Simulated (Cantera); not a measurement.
An adiabatic, constant-volume homogeneous reactor starts with CH4 : O2 : N2 = 1 : 2.22 : 8.36 (molar parts), equivalence ratio 0.90, at 1048 K and 4.93 atm.

Model: GRI-Mech 3.0 (53 species, 325 reactions), integrated in Cantera.

Problem. Predict: time of steepest temperature rise; temperature at 5.00 s; equilibrium temperature; x(O2) at 5.00 s; x(CO2) at 5.00 s; x(HCN) at 5.00 s; x(CO) at 5.00 s.

Solution. 
| Property | Result |
|---|---|
| time of steepest temperature rise | 77.7 ms |
| temperature at 5.00 s | 2840 K |
| equilibrium temperature | 2840 K |
| x(O2) at 5.00 s | 0.0223 (gas-phase equilibrium 0.0223) |
| x(CO2) at 5.00 s | 0.0639 (gas-phase equilibrium 0.0639) |
| x(HCN) at 5.00 s | 1.91e-9 (gas-phase equilibrium 1.91e-9) |
| x(CO) at 5.00 s | 0.0207 (gas-phase equilibrium 0.0207) |
